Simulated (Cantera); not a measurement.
## S + H₂ (abatement and gas-phase synthesis)

A closed system holds: 1 mol S, a varied amount of H₂, held at 2298.15 K and 1.80 bar.

Equilibrium computed with Cantera from the NASA thermochemical tables; the gas is ideal and each condensed phase is pure. Candidate condensed phases: S; 7 gas species. Equilibrium is a limit: real reactors are often held back by kinetics, nucleation or transport.

```
n(H₂) (mol)   x S₂    x H₂   x H₂S    x SH      x S
-----------  -----  ------  ------  ------  -------
0.055        0.873  0.0615  0.0225  0.0294   0.0121
0.075        0.839  0.0837  0.0300  0.0337   0.0119
0.1          0.800   0.110  0.0385  0.0377   0.0116
0.14         0.743   0.150  0.0505  0.0424   0.0112
0.19         0.682   0.195  0.0628  0.0463   0.0107
0.26         0.610   0.250  0.0763  0.0496   0.0101
0.35         0.535   0.311  0.0889  0.0518  0.00950
0.48         0.452   0.382   0.100  0.0528  0.00873
0.66         0.367   0.459   0.109  0.0522  0.00787
0.89         0.293   0.532   0.113  0.0501  0.00703
1.2          0.226   0.603   0.112  0.0469  0.00618
1.7          0.161   0.679   0.107  0.0420  0.00521
```
x: gas mole fraction; nothing condenses.

From 0.055 mol H₂ to 1.7 mol H₂ nothing is condensed.
